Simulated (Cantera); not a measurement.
An isothermal, constant-pressure homogeneous reactor starts with 5.26 % CH4, 94.7 % N2, at 1325 K and 150000 Pa.

Cantera simulation using GRI-Mech 3.0 (53 species, 325 reactions); the numbers are that mechanism's predictions, not measurements. GRI-Mech 3.0 stops at C3 and has no aromatics, soot or wall deposition, so with more carbon than oxygen in the feed, carbon stays in small species such as C2H2 where larger ones or solid carbon would form.

### Question
Predict: x(CH4) at 100 s; x(H2) at 100 s; x(C2H6) at 100 s.

### Answer
```json
{
 "x(CH4) at 100 s": "0.0193 (gas-phase equilibrium 0.0109)",
 "x(H2) at 100 s": "0.0457 (gas-phase equilibrium 0.0587)",
 "x(C2H6) at 100 s": "7.41e-6 (gas-phase equilibrium 3.12e-6)"
}
```
